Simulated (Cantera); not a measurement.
Input: 1 mol Si, 0.08 mol O2, 45 mol H2, held at 3.00 mbar.

Cantera equilibrium calculation (NASA polynomials, part measured and part estimated; ideal gas, pure solids and liquids). Candidate condensed phases: H2O, Si, SiO2; 18 gas species. Mutual solubility and eutectic melting of coexisting phases are not modelled. The tables hold silica as quartz up to 1696 K and as liquid above; real silica turns to tridymite and cristobalite and melts near 1996 K. Kinetics and transport are ignored.

**Question.** What share of the Si ends up in condensed phases as a function of T (K), at 975, 1025, 1075, 1125, 1175, 1225, 1275, 1325?

**Answer.** 
```
T (K)  Si condensed (%)                      as
-----  ----------------  ----------------------
975               100.0  Si(s) + SiO2(β-quartz)
1025              100.0  Si(s) + SiO2(β-quartz)
1075              100.0  Si(s) + SiO2(β-quartz)
1125               99.9  Si(s) + SiO2(β-quartz)
1175               99.6  Si(s) + SiO2(β-quartz)
1225               98.4  Si(s) + SiO2(β-quartz)
1275               93.9  Si(s) + SiO2(β-quartz)
1325               84.0                   Si(s)
```
